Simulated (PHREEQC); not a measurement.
Dissolve 0.041 mol Na2CO3 per kg of water at 25 °C. Closed to the air; pH follows from the charge balance.

The numbers come from PHREEQC with the ion-association model, wateq4f.dat.

```csv
quantity,before,after
pH,11.17,7.09
ionic strength (mol/kgw),0.0950,0.123
```

Q: Which change was made?
A. Na2CO3 replaced by Na2SeO4 at the same molality
B. diluted 100-fold with water
C. 0.001 mol/kgw (CH3)4NF added
D. 0.052 mol/kgw LiBr added
E. Na2CO3 replaced by Na3PO4 at the same molality

A: A, Na2CO3 replaced by Na2SeO4 at the same molality

Precipitation was switched off in this run.
